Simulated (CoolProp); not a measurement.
The fluid at 298.15 K and 0.286 MPa flows at 0.72 m/s in a round tube of 20 mm bore and 45 µm roughness, fully developed (64/Re and Nu = 3.66 if laminar; Colebrook and Gnielinski if turbulent). The same conditions are run with several fluids, on thermodynamics alone (safety and materials aside).

Computed with CoolProp (reference Helmholtz-energy equation of state of each fluid (p-xylene: Zhou 2012; benzene: Thol 2012; water: Wagner 2002; n-nonane: Lemmon 2006; R245fa: Akasaka 2015)).

Problem. Rank p-xylene, benzene, water, n-nonane, R245fa by Reynolds number, highest first.

Solution. R245fa (48700), benzene (20900), p-xylene (20300), water (16100), n-nonane (15700)

```tsv
fluid	Darcy friction factor	pressure drop (Pa/m)	heat-transfer coefficient (W/(m² K))	mass flow (kg/h)
p-xylene	0.0302	335	1120	698
benzene	0.0300	340	1230	711
water	0.0313	404	3840	812
n-nonane	0.0314	291	985	582
R245fa	0.0271	471	1620	1090
```

Transport values come from each fluid's own correlations; those of R245fa are estimates that may be off by 10 % or more.
